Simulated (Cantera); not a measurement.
Feed: 1 mol SiH₂Cl₂, 47 mol N₂, equilibrated at 8.90 mbar.

These are equilibrium values from Cantera (NASA tables, ideal gas, pure condensed phases), not measurements of a reactor. Candidate condensed phases: NH₄Cl, Si, Si₃N₄; 28 gas species. N₂ is the only nitrogen source here; it is nearly inert below about 1500 K, so the nitride shown seldom forms there in practice. The tables' values for SiCl₃, SiCl are old estimates; treat these amounts as uncertain. Kinetics and transport are ignored.

log p: log10 of the partial pressure in bar; n: condensed amount in mol.

```csv
T (K),log p N₂,log p HCl,log p H₂,log p SiCl₂,log p SiCl₄,log p SiCl₃,log p H,n Si₃N₄(s)
948,-2.07,-3.56,-4.33,-9.14,-4.63,-7.65,-11.45,0.291
1023,-2.07,-3.55,-4.36,-8.01,-4.66,-7.00,-10.56,0.294
1098,-2.07,-3.54,-4.39,-7.05,-4.70,-6.44,-9.80,0.296
1173,-2.07,-3.54,-4.41,-6.21,-4.73,-5.97,-9.13,0.297
1248,-2.07,-3.54,-4.41,-5.50,-4.80,-5.58,-8.54,0.294
1323,-2.07,-3.54,-4.38,-4.92,-4.96,-5.31,-7.99,0.283
1398,-2.07,-3.57,-4.30,-4.50,-5.31,-5.22,-7.48,?
1473,-2.07,-3.63,-4.18,-4.25,-5.85,-5.32,-6.99,?
1548,-2.07,-3.72,-4.06,-4.09,-6.48,-5.51,-6.54,?
1623,-2.07,-3.82,-3.97,-3.98,-7.13,-5.74,-6.15,?
1698,-2.07,-3.94,-3.91,-3.91,-7.76,-5.99,-5.79,?
1773,-2.07,-4.06,-3.86,-3.87,-8.38,-6.24,-5.48,?
```

Q: Complete the blanks.

A: 
- 1398, n Si₃N₄(s): 0.257
- 1473, n Si₃N₄(s): 0.220
- 1548, n Si₃N₄(s): 0.179
- 1623, n Si₃N₄(s): 0.140
- 1698, n Si₃N₄(s): 0.107
- 1773, n Si₃N₄(s): 0.0774
